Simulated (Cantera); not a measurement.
Mixture: CH₄ : CO : O₂ : N₂ = 1 : 0.065 : 1.45 : 5.95 (molar parts), equivalence ratio 1.4, at 0.316 atm, adiabatic and at constant pressure. Ignition delay is the time to a rise of 400 K.

Detailed kinetics in Cantera: GRI-Mech 3.0 (53 species, 325 reactions).

What does this change do: 0.45 parts H2 added?


| quantity | before | after |
|---|---|---|
| delay at 1250 K | 74.2 ms | 5.89 ms |
| delay at 1450 K | 5.78 ms | 1.20 ms |
| delay at 1650 K | 0.940 ms | 0.377 ms |
| delay at 1850 K | 0.259 ms | 0.149 ms |
| delay at 2050 K | 96.1 µs | 67.3 µs |
| apparent activation energy between 1950 and 2150 K | 150 kJ/mol | 130 kJ/mol |

What does this change do: 0.43 parts CO2 added?


```json
[
 {"quantity": "delay at 1250 K", "before": "74.2 ms", "after": "81.1 ms"},
 {"quantity": "delay at 1450 K", "before": "5.78 ms", "after": "6.26 ms"},
 {"quantity": "delay at 1650 K", "before": "0.940 ms", "after": "0.999 ms"},
 {"quantity": "delay at 1850 K", "before": "0.259 ms", "after": "0.273 ms"},
 {"quantity": "delay at 2050 K", "before": "96.1 µs", "after": "0.101 ms"},
 {"quantity": "apparent activation energy between 1950 and 2150 K", "before": "150 kJ/mol", "after": "150 kJ/mol"}
]
```
